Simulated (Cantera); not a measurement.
Adiabatic ignition

An adiabatic, constant-pressure homogeneous reactor starts with CH4 : C2H6 : O2 : N2 : H2O = 1.7 : 0.085 : 3.43 : 12.9 : 2.2 (molar parts), equivalence ratio 1.1, at 1200 K and 9.87 atm.

Cantera simulation using GRI-Mech 3.0 (53 species, 325 reactions); the numbers are that mechanism's predictions, not measurements.

```tsv
t (s)	T (K)	x CH4	x C2H6	x O2	x CH2	x O	x HO2
1.00e-6	1200	0.0837	0.00418	0.169	<1e-12	3.81e-12	6.69e-9
3.84e-6	1200	0.0837	0.00418	0.169	<1e-12	1.33e-11	2.68e-8
1.48e-5	1200	0.0837	0.00418	0.169	<1e-12	4.94e-11	1.18e-7
5.67e-5	1200	0.0837	0.00418	0.169	<1e-12	1.99e-10	6.44e-7
0.000218	1200	0.0837	0.00418	0.169	<1e-12	1.42e-9	4.30e-6
0.000837	1203	0.0831	0.00407	0.168	1.55e-11	1.13e-8	1.77e-5
0.00321	2630	<1e-12	<1e-12	0.00375	<1e-12	0.000520	2.77e-6
0.0123	2627	<1e-12	<1e-12	0.00357	<1e-12	0.000500	2.65e-6
0.0474	2627	<1e-12	<1e-12	0.00357	<1e-12	0.000500	2.65e-6
0.182	2627	<1e-12	<1e-12	0.00357	<1e-12	0.000500	2.65e-6
0.700	2627	<1e-12	<1e-12	0.00357	<1e-12	0.000500	2.65e-6
```
x: mole fraction; the columns are a selection and need not sum to one.

| Item | Value |
|---|---|
| time of steepest temperature rise | 1.80 ms |
| temperature at 0.700 s | 2627 K |
| equilibrium temperature | 2627 K |
| x(CH4) at 0.700 s | <1e-12 (gas-phase equilibrium <1e-12) |
| x(C2H6) at 0.700 s | <1e-12 (gas-phase equilibrium <1e-12) |
| x(O2) at 0.700 s | 0.00357 (gas-phase equilibrium 0.00357) |
